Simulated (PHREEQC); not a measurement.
Consider water at 25 °C with 1.8 mmol/kgw CaSO4, 0.2 mmol/kgw Na2HPO4 and 70 mmol/kgw NaCl. Closed to the air; pH follows from the charge balance.

The numbers come from PHREEQC with the ion-association model, phreeqc.dat.

**Question.** The ionic strength comes out as 0.0769 mol/kgw. What activity coefficients do HPO4-2, Cl-, NaSO4-, Ca+2, OH- get?

**Answer.** HPO4-2 0.41, Cl- 0.79, NaSO4- 0.80, Ca+2 0.42, OH- 0.78.

This is a speciation only: nothing precipitates in the calculation. The solution is supersaturated, for example in Hydroxyapatite, so a real one may precipitate; this is no full list.
